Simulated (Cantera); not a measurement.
**Equilibrium for nitride etching: BN + H2O + H2**

Input: 1 mol BN, 1 mol H2O, 40 mol H2, at 5.63 Torr.

Method: chemical equilibrium by Gibbs-energy minimisation in Cantera with the NASA 1993 tables (ideal gas, pure condensed phases). Candidate condensed phases: B, BN, B2O3, B3O3H3, H2O; 39 gas species. Mutual solubility and eutectic melting of coexisting phases are not modelled. The tables' values for BH2 are old estimates; treat these amounts as uncertain. Rates play no part.

From 775 K to 1475 K the condensed part is BN(s) + B2O3(l). From 1575 K to 1775 K the condensed part is BN(s). From 1875 K to 2075 K nothing is condensed. The main B-bearing gas is (HBO2)3 at 775 K and HBO at 2075 K.

```json
[
 {"T (K)": "775", "log p H2": "-2.13", "log p H": "-13.07", "log p HBO": "-13.71", "log p N2": "-4.23", "log p BO": "<-14", "log p HBO2": "-10.03", "n BN(s)": "0.344", "n B2O3(l)": "0.328"},
 {"T (K)": "875", "log p H2": "-2.13", "log p H": "-11.36", "log p HBO": "-11.43", "log p N2": "-4.23", "log p BO": "<-14", "log p HBO2": "-8.66", "n BN(s)": "0.344", "n B2O3(l)": "0.328"},
 {"T (K)": "975", "log p H2": "-2.13", "log p H": "-10.01", "log p HBO": "-9.62", "log p N2": "-4.23", "log p BO": "<-14", "log p HBO2": "-7.59", "n BN(s)": "0.344", "n B2O3(l)": "0.328"},
 {"T (K)": "1075", "log p H2": "-2.13", "log p H": "-8.90", "log p HBO": "-8.17", "log p N2": "-4.23", "log p BO": "-13.17", "log p HBO2": "-6.73", "n BN(s)": "0.344", "n B2O3(l)": "0.328"},
 {"T (K)": "1175", "log p H2": "-2.13", "log p H": "-7.98", "log p HBO": "-6.96", "log p N2": "-4.23", "log p BO": "-11.14", "log p HBO2": "-6.03", "n BN(s)": "0.344", "n B2O3(l)": "0.325"},
 {"T (K)": "1275", "log p H2": "-2.13", "log p H": "-7.20", "log p HBO": "-5.95", "log p N2": "-4.23", "log p BO": "-9.44", "log p HBO2": "-5.45", "n BN(s)": "0.347", "n B2O3(l)": "0.313"},
 {"T (K)": "1375", "log p H2": "-2.13", "log p H": "-6.53", "log p HBO": "-5.09", "log p N2": "-4.23", "log p BO": "-7.99", "log p HBO2": "-4.95", "n BN(s)": "0.347", "n B2O3(l)": "0.266"},
 {"T (K)": "1475", "log p H2": "-2.13", "log p H": "-5.95", "log p HBO": "-4.36", "log p N2": "-4.20", "log p BO": "-6.75", "log p HBO2": "-4.53", "n BN(s)": "0.307", "n B2O3(l)": "0.0598"},
 {"T (K)": "1575", "log p H2": "-2.14", "log p H": "-5.45", "log p HBO": "-4.03", "log p N2": "-4.13", "log p BO": "-5.97", "log p HBO2": "-4.76", "n BN(s)": "0.168", "n B2O3(l)": "0"},
 {"T (K)": "1675", "log p H2": "-2.14", "log p H": "-5.00", "log p HBO": "-3.89", "log p N2": "-4.07", "log p BO": "-5.44", "log p HBO2": "-5.26", "n BN(s)": "0.0553", "n B2O3(l)": "0"},
 {"T (K)": "1775", "log p H2": "-2.14", "log p H": "-4.61", "log p HBO": "-3.85", "log p N2": "-4.06", "log p BO": "-5.05", "log p HBO2": "-5.88", "n BN(s)": "0.0118", "n B2O3(l)": "0"},
 {"T (K)": "1875", "log p H2": "-2.14", "log p H": "-4.26", "log p HBO": "-3.85", "log p N2": "-4.05", "log p BO": "-4.75", "log p HBO2": "-6.43", "n BN(s)": "0", "n B2O3(l)": "0"},
 {"T (K)": "1975", "log p H2": "-2.15", "log p H": "-3.94", "log p HBO": "-3.88", "log p N2": "-4.05", "log p BO": "-4.50", "log p HBO2": "-6.43", "n BN(s)": "0", "n B2O3(l)": "0"},
 {"T (K)": "2075", "log p H2": "-2.15", "log p H": "-3.65", "log p HBO": "-3.94", "log p N2": "-4.06", "log p BO": "-4.30", "log p HBO2": "-6.46", "n BN(s)": "0", "n B2O3(l)": "0"}
]
```
log p: log10 of the partial pressure in bar; n: condensed amount in mol.
